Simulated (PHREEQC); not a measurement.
Make-up at 25 °C: 0.054 mol/kgw HF, 0.019 mol/kgw NaOH and 0.0023 mol/kgw NaCl. Closed to the air; pH follows from the charge balance.

The numbers come from PHREEQC with the ion-association model, phreeqc.dat.

The pH is 2.87. The ionic strength is 0.0226 mol/kgw and the total alkalinity comes out as -35.0 meq/kg.

| species | molality | activity | log γ |
|---|---|---|---|
| HF | 0.0313 | 0.0315 | 0.002 |
| Na+ | 0.0211 | 0.0183 | -0.062 |
| F- | 0.0182 | 0.0156 | -0.065 |
| Cl- | 0.00230 | 0.00198 | -0.065 |
| HF2- | 0.00218 | 0.00189 | -0.063 |
| H+ | 0.00152 | 0.00134 | -0.053 |

This is a speciation only: nothing precipitates in the calculation. Species that the database lacks are ignored.
